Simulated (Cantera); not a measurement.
Input: 1 mol PbCl₂, 1.3 mol H₂, held at 1227 °C and 3.00 mbar.

Method: chemical equilibrium by Gibbs-energy minimisation in Cantera with the NASA 1993 tables (ideal gas, pure condensed phases). Candidate condensed phases: Pb, PbCl₂; 10 gas species. Rates play no part.

Base state: HCl 0.482, H₂ 0.188, Pb 0.167, PbCl 0.148, PbCl₂ 0.0152, Cl 0.000288, H 0.000139 (mole fractions); condensed: gas only.

Problem. What changes in the equilibrium state with this change: temperature from 1227 °C to 1552 °C?

Solution. 
```
species    before    after
-------  --------  -------
HCl         0.482    0.536
Pb          0.167    0.234
H₂          0.188    0.138
PbCl        0.148   0.0770
PbCl₂      0.0152  0.00277
Cl       0.000288  0.00884
H        0.000139  0.00299
```

Problem. What changes in the equilibrium state with this change: temperature from 1227 °C to 1725 °C?

Solution. 
```tsv
species	before	after
HCl	0.482	0.524
Pb	0.167	0.253
H₂	0.188	0.129
PbCl	0.148	0.0510
Cl	0.000288	0.0319
H	0.000139	0.0105
PbCl₂	0.0152	0.00110
```
